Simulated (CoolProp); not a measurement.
Hydrogen sulfide at 298.15 K and 2.95 MPa is throttled through a valve to 0.782 MPa with no heat exchange. Each further row changes one setting.

Values from CoolProp's reference Helmholtz-energy equation of state, Lemmon 2006. It is a short technical equation, of lower accuracy than the large ones.

```tsv
case	temperature change (K)	final phase	final density (kg/m³)
as stated	…	two-phase, vapour fraction 0.153	…
outlet pressure 0.235 MPa	…	…	…
outlet pressure 1.02 MPa	…	two-phase, vapour fraction 0.119	…
```

**Question.** Some entries are withheld; supply them.

**Answer.** 
- as stated, temperature change (K): -34.1
- as stated, final density (kg/m³): 80.5
- outlet pressure 0.235 MPa, temperature change (K): -67.1
- outlet pressure 0.235 MPa, final phase: two-phase, vapour fraction 0.268
- outlet pressure 0.235 MPa, final density (kg/m³): 16.0
- outlet pressure 1.02 MPa, temperature change (K): -25.4
- outlet pressure 1.02 MPa, final density (kg/m³): 126
